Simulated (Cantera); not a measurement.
## Transport properties of process gases

Gas mixture: 100 % O₂, at 10.00 Torr, frozen composition.

Cantera's kinetic-theory transport with the Lennard-Jones parameters of GRI-Mech 3.0, ideal gas; thermal conductivity in the multicomponent form.

```json
[
 {"T (K)": "400", "ρ (kg/m³)": "0.0128", "cp (J/kg/K)": "941.4", "μ (µPa s)": "25.6", "λ (mW/m/K)": "33.9", "Pr": "0.712", "D (cm²/s) O": "41.3", "D (cm²/s) NH₃": "29.3", "D (cm²/s) N₂": "26.3"},
 {"T (K)": "600", "ρ (kg/m³)": "0.00855", "cp (J/kg/K)": "1003", "μ (µPa s)": "34.1", "λ (mW/m/K)": "48.1", "Pr": "0.710", "D (cm²/s) O": "82.4", "D (cm²/s) NH₃": "61.8", "D (cm²/s) N₂": "52.5"},
 {"T (K)": "800", "ρ (kg/m³)": "0.00641", "cp (J/kg/K)": "1055", "μ (µPa s)": "41.4", "λ (mW/m/K)": "61.5", "Pr": "0.710", "D (cm²/s) O": "134", "D (cm²/s) NH₃": "103", "D (cm²/s) N₂": "85.3"},
 {"T (K)": "1000", "ρ (kg/m³)": "0.00513", "cp (J/kg/K)": "1090", "μ (µPa s)": "47.9", "λ (mW/m/K)": "73.7", "Pr": "0.709", "D (cm²/s) O": "194", "D (cm²/s) NH₃": "152", "D (cm²/s) N₂": "124"},
 {"T (K)": "1200", "ρ (kg/m³)": "0.00428", "cp (J/kg/K)": "1114", "μ (µPa s)": "54.0", "λ (mW/m/K)": "84.9", "Pr": "0.708", "D (cm²/s) O": "262", "D (cm²/s) NH₃": "207", "D (cm²/s) N₂": "168"},
 {"T (K)": "1400", "ρ (kg/m³)": "0.00366", "cp (J/kg/K)": "1134", "μ (µPa s)": "59.7", "λ (mW/m/K)": "95.6", "Pr": "0.708", "D (cm²/s) O": "339", "D (cm²/s) NH₃": "270", "D (cm²/s) N₂": "217"},
 {"T (K)": "1600", "ρ (kg/m³)": "0.00321", "cp (J/kg/K)": "1151", "μ (µPa s)": "65.1", "λ (mW/m/K)": "106", "Pr": "0.708", "D (cm²/s) O": "423", "D (cm²/s) NH₃": "338", "D (cm²/s) N₂": "271"},
 {"T (K)": "1800", "ρ (kg/m³)": "0.00285", "cp (J/kg/K)": "1167", "μ (µPa s)": "70.2", "λ (mW/m/K)": "116", "Pr": "0.707", "D (cm²/s) O": "514", "D (cm²/s) NH₃": "412", "D (cm²/s) N₂": "329"}
]
```
D: mixture-averaged diffusion coefficient of that species in the mixture.
